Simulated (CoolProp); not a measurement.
Aqueous magnesium chloride as a coolant, 18 % by mass, freezing at -23.4 °C, 1 atm.

Model: Melinder's fits for secondary coolants, in CoolProp.

```csv
T (°C),density (kg/m³),conductivity (W/(m K)),Prandtl number,cp (kJ/(kg K))
-16.1,1166,0.493,46.3,3.104
-9.1,1165,0.504,35.3,3.123
-2.2,1163,0.516,27.4,3.142
4.8,1161,0.528,21.4,3.161
11.8,1159,0.540,17.0,3.179
18.8,1156,0.552,13.5,3.198
25.7,1153,0.563,10.9,3.216
32.7,1150,0.575,8.74,3.235
39.7,1147,0.586,7.02,3.255
```
